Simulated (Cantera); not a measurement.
Feed: 1 mol Al, 0.61 mol HCl, 3.1 mol H₂, at 1075 K and 0.100 bar.

Method: chemical equilibrium by Gibbs-energy minimisation in Cantera with the NASA 1993 tables (ideal gas, pure condensed phases). Candidate condensed phases: Al, AlCl₃; 12 gas species. The tables' values for AlCl₂ are old estimates; treat these amounts as uncertain. Equilibrium is a limit: real reactors are often held back by kinetics, nucleation or transport.

Base state: H₂ 0.926, AlCl₃ 0.0439, AlCl 0.0262, AlCl₂ 0.00393, HCl 0.000113 (mole fractions); condensed: Al(l).

Q: What changes in the equilibrium state with this change: pressure from 0.100 bar to 0.00790 bar?

A: 
```tsv
species	before	after
H₂	0.926	0.879
AlCl	0.0262	0.101
AlCl₃	0.0439	0.0157
AlCl₂	0.00393	0.00461
HCl	0.000113	0.000119
Al(l), mol	0.728	0.530
```
